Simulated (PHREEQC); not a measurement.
Solution (65 °C): 26 mmol/kgw H2SO4 and 1.9 mmol/kgw MgCl2. Closed to the air; pH follows from the charge balance.

Computed with PHREEQC (ion-association model, wateq4f.dat).

This is a speciation only: nothing precipitates in the calculation.

Problem. Order these S species by the share of S that they hold, largest first: HSO4-, MgSO4, SO4-2.

Solution. HSO4- (78 %), SO4-2 (19 %), MgSO4 (2.9 %)

The pH is 1.57 and the ionic strength 0.0403 mol/kgw. At this temperature some constants are extrapolated from 25 °C, and those without enthalpy data are left unchanged.
